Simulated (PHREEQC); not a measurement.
A made-up water analysis in mg/kgw, 40 °C, pH 6.16, pe 8.4: Na 13100; K 8.57; Ca 1110; Mg 455; Cl 20000; S(6) as SO4 4370; Alkalinity as HCO3 74.1; F 2.8.

Valence states are taken as typed.

All values are PHREEQC results (ion-association model, phreeqc.dat), not measurements.

This is a speciation only: nothing precipitates in the calculation.

**Question.** Order these F species by the share of F that they hold, largest first: MgF+, NaF, F-.

**Answer.** F- (70 %), MgF+ (22 %), NaF (8.1 %)

The pH is 6.16 and the ionic strength 0.690 mol/kgw. At this temperature some constants are extrapolated from 25 °C, and those without enthalpy data are left unchanged.
